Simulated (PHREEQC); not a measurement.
Solution (25 °C): 0.0018 mol ZnSO4, 0.2 mol KCl and 0.00026 mol FeSO4 per kg of water. It is in equilibrium with CO2 at log p = -3.4 (atm). Otherwise closed; pH follows from the charge balance.

The numbers come from PHREEQC with the ion-association model, phreeqc.dat.

No solid was allowed to form.

Q: Order these C species by the share of C that they hold, largest first: CO2, FeHCO3+, HCO3-, ZnHCO3+.

A: CO2 (82 %), HCO3- (17 %), ZnHCO3+ (0.96 %), FeHCO3+ (0.13 %)

Q: Order these Zn species by the share of Zn that they hold, largest first: Zn+2, ZnCl+, ZnCl2, ZnCl3-, ZnSO4.

A: Zn+2 (83 %), ZnCl+ (13 %), ZnSO4 (2.3 %), ZnCl2 (1.3 %), ZnCl3- (0.31 %)

The pH is 5.53 and the ionic strength 0.206 mol/kgw. Species that the database lacks are ignored.
